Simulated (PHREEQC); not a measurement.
Dissolve 190 mmol/kgw HF, 0.54 mmol/kgw (CH3)4NF and 15 mmol/kgw H2SiF6 at 80 °C. Closed to the air; pH follows from the charge balance.

The numbers come from PHREEQC with the ion-association model, phreeqc.dat.

Task: The ionic strength comes out as 0.0485 mol/kgw. What activity coefficients do F-, HF2-, H+, SiF6-2 get?

Result: F- 0.79, HF2- 0.80, H+ 0.84, SiF6-2 0.43.

Precipitation was switched off in this run. (CH3)4N+ isn't in the database: it is added as a free cation with an ion size of 4 Å. Away from 25 °C the constants follow the database's enthalpies or fits; those with neither stay at their 25 °C values. SiF6-2 is the database's only silicon fluoride.
